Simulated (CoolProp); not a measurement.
Properties of dodecamethylpentasiloxane (MD3M) along the isobar 0.101 MPa.

The numbers come from the reference Helmholtz-energy equation of state, Thol 2019 in CoolProp.

```csv
T (°C),phase,Z,cp (kJ/(kg K)),speed of sound (m/s),isothermal compressibility (1/MPa),expansivity (1/kK)
-15.75,liquid,0.01997,1.592,1086,0.001137,1.071
0.15,liquid,0.01913,1.640,1029,0.001275,1.082
16.05,liquid,[?],1.683,974.9,0.001433,1.097
31.95,liquid,0.01775,1.724,923.0,[?],1.116
47.75,liquid,0.01718,1.762,873.3,0.001825,1.139
63.65,liquid,0.01667,[?],824.9,0.002071,1.166
79.55,liquid,0.01622,1.834,778.0,[?],1.197
95.45,liquid,0.01582,[?],732.4,0.002701,1.234
111.25,liquid,0.01548,1.902,[?],0.003105,1.277
127.15,liquid,0.01517,1.936,645.0,0.003595,1.326
143.05,liquid,0.01491,1.969,602.7,0.004192,1.384
```

Q: What belongs in the gaps?

A: 
- 16.05, Z: 0.01840
- 31.95, isothermal compressibility (1/MPa): 0.001615
- 63.65, cp (kJ/(kg K)): 1.799
- 79.55, isothermal compressibility (1/MPa): 0.002359
- 95.45, cp (kJ/(kg K)): 1.869
- 111.25, speed of sound (m/s): 688.3
